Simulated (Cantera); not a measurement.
## Thermodynamics of silicon oxide and oxynitride deposition, feed SiH4 + O2 + N2

Charge: 1 mol SiH4, 0.16 mol O2, 1.5 mol N2, equilibrated at 623.15 K and 90.0 Torr.

Cantera equilibrium calculation (NASA polynomials, part measured and part estimated; ideal gas, pure solids and liquids). Candidate condensed phases: H2O, Si, SiO2, Si2N2O, Si3N4; 35 gas species. N2 is the only nitrogen source here; it is nearly inert below about 1500 K, so the nitride shown seldom forms there in practice. The numbers say what is thermodynamically allowed, not how fast it happens.

| Property | Value |
|---|---|
| x(H2) | 0.679 |
| x(N2) | 0.320 |
| x(NH3) | 0.00108 |
| n(Si2N2O(s)) | 0.320 mol |
| n(Si3N4(s)) | 0.120 mol |
| gas amount | 2.937 mol |
| log10 activity of Si(s) (absent) | -14.12 |
